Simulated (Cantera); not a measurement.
An adiabatic, constant-volume homogeneous reactor starts with CH₄ : O₂ : N₂ : H₂O = 1 : 1.11 : 4.18 : 0.41 (molar parts), equivalence ratio 1.8, at 1200 K and 10.0 bar. Integrator tolerance rtol = 1e-08.

Model: GRI-Mech 3.0 (53 species, 325 reactions), integrated in Cantera.

Task: What does this change do: pressure from 10.0 bar to 2.40 bar?

Result: 
| quantity | before | after |
|---|---|---|
| time of steepest temperature rise | 6.29 ms | 30.4 ms |
| temperature at 9.00 s | 2637 K | 2609 K |
| equilibrium temperature | 2637 K | 2609 K |
| x(CH₄) at 9.00 s | 1.34e-9 (gas-phase equilibrium 1.50e-9) | 8.22e-11 (gas-phase equilibrium 9.30e-11) |
| x(O₂) at 9.00 s | 1.13e-5 (gas-phase equilibrium 1.13e-5) | 3.70e-5 (gas-phase equilibrium 3.70e-5) |
| x(H₂O) at 9.00 s | 0.189 (gas-phase equilibrium 0.189) | 0.187 (gas-phase equilibrium 0.187) |
| x(HO₂) at 9.00 s | 3.86e-8 (gas-phase equilibrium 3.86e-8) | 6.12e-8 (gas-phase equilibrium 6.12e-8) |
| x(N₂O) at 9.00 s | 4.12e-8 (gas-phase equilibrium 4.12e-8) | 3.47e-8 (gas-phase equilibrium 3.47e-8) |

Task: What does this change do: 0.48 parts H2 added?

Result: 
```tsv
quantity	before	after
time of steepest temperature rise	6.29 ms	0.433 ms
temperature at 9.00 s	2637 K	2571 K
equilibrium temperature	2637 K	2571 K
x(CH₄) at 9.00 s	1.34e-9 (gas-phase equilibrium 1.50e-9)	4.19e-9 (gas-phase equilibrium 4.69e-9)
x(O₂) at 9.00 s	1.13e-5 (gas-phase equilibrium 1.13e-5)	3.26e-6 (gas-phase equilibrium 3.26e-6)
x(H₂O) at 9.00 s	0.189 (gas-phase equilibrium 0.189)	0.183 (gas-phase equilibrium 0.183)
x(HO₂) at 9.00 s	3.86e-8 (gas-phase equilibrium 3.86e-8)	1.27e-8 (gas-phase equilibrium 1.27e-8)
x(N₂O) at 9.00 s	4.12e-8 (gas-phase equilibrium 4.12e-8)	1.84e-8 (gas-phase equilibrium 1.84e-8)
```
